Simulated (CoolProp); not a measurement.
The numbers come from the reference Helmholtz-energy equation of state, Guder 2009 in CoolProp.

Question: Give the vapour pressure (MPa), surface tension (mN/m), liquid viscosity (µPa s), liquid conductivity (mW/(m K)) of saturated sulfur hexafluoride at 253.7 K.

Answer: 
```
T (K)  p (MPa)  surface tension (mN/m)  liquid viscosity (µPa s)  liquid conductivity (mW/(m K))
-----  -------  ----------------------  ------------------------  ------------------------------
253.7    0.702                    7.11                       257                            67.9
```

Viscosity comes from a separate model (Quiñones-Cisneros 2012). Thermal conductivity comes from a separate model (Assael 2012). Surface tension comes from a separate correlation (Mulero 2012).
